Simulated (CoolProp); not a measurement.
Vapour pressure (bar) of carbon dioxide: the reference equation beside estimates from Tc = 31.0 °C, pc = 73.77 bar, ω = 0.224. Clausius-Clapeyron is anchored at -19.55 °C with a constant enthalpy of vaporisation of 12.39 kJ/mol.

Values from CoolProp's reference Helmholtz-energy equation of state, Span 1996.

```
T (°C)  reference  Lee-Kesler  Clausius-Clapeyron  van der Waals  Peng-Robinson
------  ---------  ----------  ------------------  -------------  -------------
-47.65      7.499       7.506               9.605          19.71          7.445
-42.95      8.997       9.001               10.99          21.78          8.924
-38.25      10.71       10.71               12.51            [?]          10.61
-33.55      12.65       12.64               14.17          26.34          12.54
-28.85      14.84       14.81               15.97          28.82          14.71
-24.25      17.24         [?]               17.87          31.39          17.10
-19.55      19.97       19.91               19.97          34.16          19.83
-14.85      23.01       22.93                 [?]          37.08          22.87
-10.15      26.37       26.27                 [?]          40.16          26.24
-5.45       30.08       29.96               27.21          43.38          29.97
-0.85       34.07       33.93               29.89          46.68            [?]
3.85        38.54       38.38               32.80          50.22          38.50
8.55        43.42       43.27               35.88          53.91          43.44
13.25       48.76       48.62                 [?]            [?]          48.83
17.95       54.59       54.48               42.56          61.78            [?]
```

**Question.** What belongs in the gaps?

**Answer.** 
- -38.25, van der Waals: 23.99
- -24.25, Lee-Kesler: 17.20
- -14.85, Clausius-Clapeyron: 22.22
- -10.15, Clausius-Clapeyron: 24.64
- -0.85, Peng-Robinson: 33.99
- 13.25, Clausius-Clapeyron: 39.14
- 13.25, van der Waals: 57.76
- 17.95, Peng-Robinson: 54.71

Absolute difference from the reference over all 15 rows, mean and median: Lee-Kesler 0.2 and 0.3 %, Clausius-Clapeyron 13.1 and 12.3 %, van der Waals 71.0 and 61.1 %, Peng-Robinson 0.5 and 0.6 %.
